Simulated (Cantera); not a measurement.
An adiabatic, constant-volume homogeneous reactor starts with H₂ : O₂ : N₂ : H₂O = 1 : 0.25 : 2.45 : 0.1 (molar parts), at 1748 K and 750 Torr. Integrator tolerance rtol = 1e-08.

Detailed kinetics in Cantera: GRI-Mech 3.0 (53 species, 325 reactions).

Q: What does this change do: initial temperature 1748 to 1350 K?

A: 
| quantity | before | after |
|---|---|---|
| time of steepest temperature rise | 12.2 µs | 43.8 µs |
| temperature at 0.900 s | 2686 K | 2451 K |
| equilibrium temperature | 2686 K | 2451 K |
| x(H₂) at 0.900 s | 0.135 (gas-phase equilibrium 0.135) | 0.138 (gas-phase equilibrium 0.138) |
| x(O₂) at 0.900 s | 0.000186 (gas-phase equilibrium 0.000186) | 1.88e-5 (gas-phase equilibrium 1.88e-5) |
| x(H₂O) at 0.900 s | 0.160 (gas-phase equilibrium 0.160) | 0.167 (gas-phase equilibrium 0.167) |
| x(OH) at 0.900 s | 0.00496 (gas-phase equilibrium 0.00496) | 0.00136 (gas-phase equilibrium 0.00136) |
| x(HO₂) at 0.900 s | 1.60e-7 (gas-phase equilibrium 1.60e-7) | 1.70e-8 (gas-phase equilibrium 1.70e-8) |
| x(N₂O) at 0.900 s | 5.42e-8 (gas-phase equilibrium 5.42e-8) | 1.26e-8 (gas-phase equilibrium 1.26e-8) |
| x(NO) at 0.900 s | 0.000867 (gas-phase equilibrium 0.000867) | 0.000187 (gas-phase equilibrium 0.000187) |
